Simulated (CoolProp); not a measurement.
Methanol at several states: fugacity coefficient from the reference equation and from simpler models built on Tc = 513.4 K, pc = 82.16 bar, ω = 0.565; each cubic takes its own stable root.

Computed with CoolProp (reference Helmholtz-energy equation of state, de Reuck 1993).

```json
[
 {"T (K)": "229.3", "p (bar)": "2.31", "phase": "liquid", "reference": "0.0006148"},
 {"T (K)": "207.2", "p (bar)": "2.69", "phase": "liquid", "reference": "5.394e-5"},
 {"T (K)": "309.9", "p (bar)": "38.8", "phase": "liquid", "reference": "0.008182"}
]
```

**Question.** How far does each simpler model (van der Waals, Soave-Redlich-Kwong, Peng-Robinson) lie from the reference over these 3 states: mean and median of the absolute difference, and the worst?

**Answer.** 
- van der Waals: mean 129142.9 %, median 70475.8 %, worst +314694.2 % at 207.2 K and 2.69 bar
- Soave-Redlich-Kwong: mean 44.8 %, median 55.3 %, worst -70.1 % at 207.2 K and 2.69 bar
- Peng-Robinson: mean 34.7 %, median 42.6 %, worst -57.6 % at 207.2 K and 2.69 bar
